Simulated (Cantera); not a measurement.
A perfectly stirred reactor is fed with 13.7 % H₂, 7.16 % O₂, 78.8 % N₂, 0.316 % NO, at 100000 Pa; it is adiabatic with a 675 K inlet, and is followed from long to short residence time, starting on the burning branch (τ in s: 0.46, 0.22, 0.1, 0.049, 0.023, 0.011, 0.0052, 0.0025, 0.0012, 0.00056, 0.00026, 0.00012, 5.9e-05).

Computed with Cantera and GRI-Mech 3.0 (53 species, 325 reactions). The mechanism lacks 2 NO + O2 → 2 NO2 and HONO, so NO2 and the effect of NO are under-described below about 1400 K.

One state of this run: T (K) = 1596; x H₂ = 0.00907; x O₂ = 0.00758; x NO = 0.00323; x N₂ = 0.839; x H₂O₂ = 4.76e-7. x: mole fraction; the columns are a selection and need not sum to one.

Task: Which value of τ (s) does it belong to?
A) 0.10
B) 0.049
C) 0.0025
D) 0.011

Result: C, 0.0025
